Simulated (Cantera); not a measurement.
Ignition delay

Mixture: 9.39 % CH3OH, 19.1 % O2, 71.5 % N2, at 5.00 bar, adiabatic and at constant pressure. Ignition delay is the time to a rise of 400 K.

Cantera simulation using GRI-Mech 3.0 (53 species, 325 reactions); the numbers are that mechanism's predictions, not measurements. GRI-Mech 3.0 was tuned for natural gas; its chemistry of methanol as a main component is partial and can be far from experiment.

| T0 (K) | delay (ms) |
|---|---|
| 1073 | 28.9 |
| 1123 | 10.6 |
| 1173 | 4.22 |
| 1223 | 1.83 |
| 1273 | 0.856 |
| 1323 | 0.429 |
| 1373 | 0.229 |

```
Quantity                                                Result
--------------------------------------------------  ----------
apparent activation energy between 1273 and 1373 K  190 kJ/mol
```
